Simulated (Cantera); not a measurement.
A closed system holds: 1 mol TEOS, 8.4 mol O3, 0.15 mol H2, equilibrated at 1625 K and 100 Torr.

Cantera equilibrium calculation (NASA polynomials, part measured and part estimated; ideal gas, pure solids and liquids). Candidate condensed phases: C, C6H6, C7H8, C8H18, H2O, Si, SiC, SiO2; 123 gas species. The feed counts by its element totals alone. The tables hold silica as quartz up to 1696 K and as liquid above; real silica turns to tridymite and cristobalite and melts near 1996 K. Gases not in the tables: Si(OH)4. Kinetics and transport are ignored.

Base state: H2O 0.543, CO2 0.428, O2 0.0281, OH 0.000498, CO 0.000193, H2 7.86e-5 (mole fractions); condensed: SiO2(β-quartz).

Problem. What changes in the equilibrium state with this change: pressure from 100 Torr to 0.128 Torr?

Solution. 
```csv
species,before,after
H2O,0.543,0.537
CO2,0.428,0.421
O2,0.0281,0.0308
CO,0.000193,0.00507
H,1.71e-6,0.000247
O,8.94e-6,0.000262
H2,7.86e-5,0.00208
OH,0.000498,0.00268
"SiO2(β-quartz), mol",1.00,1.000
```

Problem. What changes in the equilibrium state with this change: TEOS replaced by SiH4?

Solution. 
```json
[
 {"species": "O2", "before": "0.0281", "after": "0.830"},
 {"species": "H2O", "before": "0.543", "after": "0.169"},
 {"species": "OH", "before": "0.000498", "after": "0.000649"},
 {"species": "CO2", "before": "0.428", "after": "0"},
 {"species": "CO", "before": "0.000193", "after": "0"},
 {"species": "H2", "before": "7.86e-5", "after": "4.51e-6"},
 {"species": "O", "before": "8.94e-6", "after": "4.86e-5"},
 {"species": "SiO2(β-quartz), mol", "before": "1.00", "after": "1.00"}
]
```
